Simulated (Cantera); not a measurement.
A Cantera script and what it prints.

```python
import numpy as np
import cantera as ct

gas_names = """
    H H2 N NH NH2 NH3 N2 N2H2 N2H4 Si SiH SiH2 SiH3 SiH4 SiN Si2 Si2N Si3
""".split()
cond_names = """
    Si(cr) Si(L) Si3N4(a)
""".split()


# ... load() reads the species with a 1 bar reference pressure and builds the phases ...
atoms = {
    'trisilylamine': {'Si': 3, 'N': 1, 'H': 9},
    'N2': {'N': 2},
    'NH3': {'N': 1, 'H': 3},
}
top_T = {'Si3N4(a)': 2400}  # K; cautious upper limits of use, not melting points


# ... equilibrate(T, P, feed) seeds the gas with the atoms and calls Mixture.equilibrate('TP', solver="vcs", rtol=1e-11, max_steps=5000) ...
results = []
feed = {'trisilylamine': 1, 'N2': 0.21, 'NH3': 0.24}  # mol
T = 1473.15  # K
P = 310  # Pa
mix = equilibrate(T, P, feed)
results.append((T, P, feed, dict(zip(mix.species_names, mix.species_moles))))
print(gas.report(threshold=0.0001))
for i in range(1, mix.n_phases):
    print(f"{mix.phase(i).name:16s} {mix.phase_moles(i):12.5e} mol")
```

Output:

```
       temperature   1473.2 K
          pressure   310 Pa
           density   5.6893e-05 kg/m^3
  mean mol. weight   2.2479 kg/kmol
   phase of matter   gas

                          1 kg             1 kmol
                     ---------------   ---------------
          enthalpy        1.5807e+07        3.5532e+07  J
   internal energy        1.0358e+07        2.3283e+07  J
           entropy        1.0113e+05        2.2734e+05  J/K
    Gibbs function       -1.3318e+08       -2.9937e+08  J
 heat capacity c_p             14356             32270  J/K
 heat capacity c_v             10657             23955  J/K

                      mass frac. Y      mole frac. X     chem. pot. / RT
                     ---------------   ---------------   ---------------
                 H        0.00010161         0.0002266           -12.168
                H2           0.88862           0.99084           -24.336
                N2           0.11124         0.0089258           -36.452
     [  +15 minor]        4.1808e-05        3.2273e-06

Si(cr)            1.82065e+00 mol
Si3N4(a)          3.93112e-01 mol
```

Method: chemical equilibrium by Gibbs-energy minimisation in Cantera with the NASA 1993 tables (ideal gas, pure condensed phases). The feed counts by its element totals alone. Mutual solubility and eutectic melting of coexisting phases are not modelled.
